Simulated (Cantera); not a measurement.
Charge: 1 mol Si3N4, a varied amount of HCl, 110 mol H2, at 0.00200 bar.

These are equilibrium values from Cantera (NASA tables, ideal gas, pure condensed phases), not measurements of a reactor. Candidate condensed phases: NH4Cl, Si, Si3N4; 28 gas species. Mutual solubility and eutectic melting of coexisting phases are not modelled. The tables' values for SiCl3 are old estimates. Kinetics and transport are ignored.

**Question.** What condenses at these points (T in °C, n(HCl) in mol): (1602, 28); (1202, 14); (1002, 25); (602, 10); (1302, 6.8); (1302, 18); (1002, 32)?

**Answer.** 
```csv
T (°C),n(HCl) in mol,condensed phases,Si condensed (%)
1602,28,gas only,0.0
1202,14,Si + Si3N4,20.2
1002,25,Si3N4,62.0
602,10,Si3N4,97.5
1302,6.8,Si,72.5
1302,18,gas only,0.0
1002,32,Si3N4,47.1
```
